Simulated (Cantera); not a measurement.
# Iron carbonyl, mercury and lead vapours: PbO + CO + H2

A closed system holds: 1 mol PbO, 4.5 mol CO, 15 mol H2, equilibrated at 1348 K.

Cantera equilibrium calculation (NASA polynomials, part measured and part estimated; ideal gas, pure solids and liquids). Candidate condensed phases: C, C6H6, C7H8, C8H18, H2O, Pb, PbO, PbO2, Pb3O4; 113 gas species. Equilibrium is a limit: real reactors are often held back by kinetics, nucleation or transport.

From 10.0 Pa to 32.0 mbar nothing is condensed. From 0.130 bar to 10.0 bar the condensed part is Pb(l). The main Pb-bearing gas is Pb throughout.

```json
[
 {"P (Pa)": "10", "log p H2": "-4.16", "log p CO": "-4.67", "log p H2O": "-5.38", "log p Pb": "-5.31", "n Pb(l)": "0"},
 {"P (Pa)": "42", "log p H2": "-3.54", "log p CO": "-4.05", "log p H2O": "-4.75", "log p Pb": "-4.69", "n Pb(l)": "0"},
 {"P (Pa)": "180", "log p H2": "-2.91", "log p CO": "-3.42", "log p H2O": "-4.12", "log p Pb": "-4.06", "n Pb(l)": "0"},
 {"P (Pa)": "750", "log p H2": "-2.29", "log p CO": "-2.80", "log p H2O": "-3.50", "log p Pb": "-3.44", "n Pb(l)": "0"},
 {"P (Pa)": "3200", "log p H2": "-1.66", "log p CO": "-2.17", "log p H2O": "-2.87", "log p Pb": "-2.81", "n Pb(l)": "0"},
 {"P (Pa)": "13000", "log p H2": "-1.04", "log p CO": "-1.55", "log p H2O": "-2.26", "log p Pb": "-2.32", "n Pb(l)": "0.256"},
 {"P (Pa)": "56000", "log p H2": "-0.40", "log p CO": "-0.91", "log p H2O": "-1.61", "log p Pb": "-2.32", "n Pb(l)": "0.832"},
 {"P (Pa)": "240000", "log p H2": "0.24", "log p CO": "-0.27", "log p H2O": "-0.97", "log p Pb": "-2.32", "n Pb(l)": "0.961"},
 {"P (Pa)": "1000000", "log p H2": "0.86", "log p CO": "0.34", "log p H2O": "-0.30", "log p Pb": "-2.32", "n Pb(l)": "0.991"}
]
```
log p: log10 of the partial pressure in bar; n: condensed amount in mol.
